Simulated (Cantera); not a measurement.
Input: 1 mol Al, 0.0011 mol O₂, 40 mol CO, 1.2 mol NH₃, at 0.000360 bar.

These are equilibrium values from Cantera (NASA tables, ideal gas, pure condensed phases), not measurements of a reactor. Candidate condensed phases: Al, AlN, Al₂O₃, C, C₆H₆, C₇H₈, C₈H₁₈, H₂O; 148 gas species. Rates play no part.

Over these rows the condensed part is Al₂O₃(s) + C(graphite). Partial pressures as log10 of bar:

| T (K) | 1000/T (1/K) | log p HCN | log p CO | log p H₂ | log p N₂ |
|---|---|---|---|---|---|
| 975 | 1.0256 | -10.50 | -3.47 | -4.80 | -5.28 |
| 1075 | 0.9302 | -9.84 | -3.47 | -4.80 | -5.28 |
| 1175 | 0.8511 | -9.29 | -3.47 | -4.80 | -5.28 |
| 1275 | 0.7843 | -8.83 | -3.47 | -4.80 | -5.28 |
| 1375 | 0.7273 | -8.43 | -3.47 | -4.80 | -5.28 |
| 1475 | 0.6780 | ? | -3.47 | -4.80 | -5.28 |

Task: Fit log p(HCN) = a + b·(1000/T) to the five rows, give the apparent enthalpy, and predict the row at 1475 K.

Result: Means: 1000/T = 0.8637, log p = -9.378. Sxy = -0.386302, Sxx = 0.0557019, so b = -6.94 and a = -9.378 − (-6.94)×0.8637 = -3.38.
Apparent enthalpy: −19.145 × (-6.94) = 133 kJ/mol. With the condensed phases at unit activity, C(graphite) + 1/2 H₂(g) + 1/2 N₂(g) = HCN(g) links this pressure to the main gases: over the six rows their terms move log p by +0.00 in all, so the slope is close to that reaction's ΔH°. The five rows lie within 0.01 of the line.
Prediction at 1475 K: -3.38 + (-6.94)×0.6780 = -8.09. The computed value is -8.09, 0.00 from the line.
